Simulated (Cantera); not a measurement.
What does this Cantera script print?

```python
import numpy as np
import cantera as ct

gas_names = """
    CL CL2 H HCL H2 N NH NH2 NH3 N2 N2H2 N2H4 Si SiCL SiCL2 SiCL3 SiCL4 SiH SiHCL3 SiH2 SiH2CL2 SiH3
    SiH3CL SiH4 SiN Si2 Si2N Si3
""".split()
cond_names = """
    NH4CL(a) NH4CL(b) Si(cr) Si(L) Si3N4(a)
""".split()


def load(file, names, dense=False):
    # The tables refer to 1 bar. Condensed volumes are neglected.
    table = {s.name: s for s in ct.Species.list_from_file(file)}
    out = []
    for n in names:
        d = dict(table[n].input_data)
        d["thermo"] = dict(d["thermo"], **{"reference-pressure": 1e5})
        if dense:
            d["equation-of-state"] = {"model": "constant-volume", "density": "1e6 g/cm^3"}
        out.append(ct.Species.from_dict(d))
    return out


gas = ct.Solution(thermo="ideal-gas", species=load("nasa_gas.yaml", gas_names))
cond = {s.name: ct.Solution(thermo="fixed-stoichiometry", species=[s], name=s.name)
        for s in load("nasa_condensed.yaml", cond_names, dense=True)}
atoms = {
    'SiHCl3': {'Si': 1, 'H': 1, 'CL': 3},
    'Cl2': {'CL': 2},
    'N2': {'N': 2},
}
top_T = {'Si3N4(a)': 2400}  # K; cautious upper limits of use, not melting points


def equilibrate(T, P, feed):
    n = {}
    for name, mol in feed.items():
        for a, k in atoms[name].items():
            n[a] = n.get(a, 0.0) + k * mol
    gas.TPX = T, P, n
    mass = sum(n.values()) * gas.mean_molecular_weight
    gas.equilibrate("TP")
    valid = [c for c in cond.values() if c.min_temp <= T <= top_T.get(c.name, c.max_temp)]
    mix = ct.Mixture([(gas, mass / gas.mean_molecular_weight)] + [(c, 0.0) for c in valid])
    mix.T, mix.P = T, P
    mix.equilibrate("TP", solver="vcs", rtol=1e-11, max_steps=5000)
    return mix


results = []
feed = {'SiHCl3': 1, 'Cl2': 0.26, 'N2': 58}  # mol
T = 1548  # K
P = 980  # Pa
mix = equilibrate(T, P, feed)
results.append((T, P, feed, dict(zip(mix.species_names, mix.species_moles))))
x = sorted(zip(gas.X, gas.species_names), reverse=True)
print(f"T = {T:g} K  P = {P:g} Pa  gas = {mix.phase_moles(0):.4g} mol")
print("   x: " + "  ".join(f"{s} {v:.3e}" for v, s in x if v > 0.001))
print("   condensed (mol): " + ("  ".join(f"{mix.phase(i).name} {mix.phase_moles(i):.4g}"
      for i in range(1, mix.n_phases) if mix.phase_moles(i) > 1e-12) or "none"))
```

Result:

```
T = 1548 K  P = 980 Pa  gas = 60.02 mol
   x: N2 9.664e-01  HCL 1.645e-02  SiCL2 1.083e-02  SiCL3 3.195e-03  SiCL4 2.640e-03
   condensed (mol): none
```

These are equilibrium values from Cantera (NASA tables, ideal gas, pure condensed phases), not measurements of a reactor. The tables' values for SiCl3 are old estimates; treat these amounts as uncertain.
